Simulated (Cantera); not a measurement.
Feed: 1 mol AlN, 0.19 mol Br₂, 0.33 mol H₂, equilibrated at 1000 K and 1.00 bar.

Equilibrium computed with Cantera from the NASA thermochemical tables; the gas is ideal and each condensed phase is pure. Candidate condensed phases: Al, AlBr₃, AlN, Br₂; 19 gas species. Rates play no part.

Base state: H₂ 0.552, AlBr₃ 0.185, HBr 0.167, N₂ 0.0941, Al₂Br₆ 0.00138, NH₃ 7.32e-5 (mole fractions); condensed: AlN(s).

Q: What changes in the equilibrium state with this change: AlN replaced by Si?

A: 
| species | before | after |
|---|---|---|
| H₂ | 0.552 | 0.751 |
| SiBr₄ | 0 | 0.197 |
| SiHBr₃ | 0 | 0.0259 |
| AlBr₃ | 0.185 | 0 |
| N₂ | 0.0941 | 0 |
| HBr | 0.167 | 0.0233 |
| SiH₂Br₂ | 0 | 0.00161 |
| Al₂Br₆ | 0.00138 | 0 |
| SiBr₃ | 0 | 0.000790 |
| SiBr₂ | 0 | 0.000781 |
| AlN(s), mol | 0.902 | 0 |
| Si(s), mol | 0 | 0.904 |
The tables' values for SiBr₃ are old estimates; treat these amounts as uncertain. Further candidate phases: Si.
